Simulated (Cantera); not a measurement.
Charge: 1 mol C2H2, 0.012 mol NH3, 0.71 mol H2, 0.17 mol O2, at 2075 °C.

These are equilibrium values from Cantera (NASA tables, ideal gas, pure condensed phases), not measurements of a reactor. Candidate condensed phases: C, C6H6, C7H8, C8H18, H2O; 136 gas species. Kinetics and transport are ignored.

Q: At 220 Pa, list the 6 most abundant gas species with their mole fractions, and the condensed phases.

A: H2 0.636, H 0.210, CO 0.147, C2H2 (acetylene) 0.00348, N2 0.00172, HCN 0.00156. Condensed: C(graphite).
